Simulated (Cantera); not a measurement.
Input: 1 mol CO, 0.35 mol H₂, at 2498 K and 1000 Pa.

Cantera equilibrium calculation (NASA polynomials, part measured and part estimated; ideal gas, pure solids and liquids). Candidate condensed phases: C, C₆H₆, C₇H₈, C₈H₁₈, H₂O; 110 gas species. The numbers say what is thermodynamically allowed, not how fast it happens.

Base state: CO 0.700, H₂ 0.191, H 0.109 (mole fractions); condensed: gas only.

**Question.** What changes in the equilibrium state with this change: CO replaced by toluene?

**Answer.** 
```csv
species,before,after
H₂,0.191,0.772
H,0.109,0.219
C₂H₂ (acetylene),1.03e-6,0.00829
CO,0.700,0
C₃,<1e-9,4.82e-5
C₄H₂,<1e-9,3.67e-5
C₂H,4.19e-8,0.000168
"C(graphite), mol",0,6.92
```
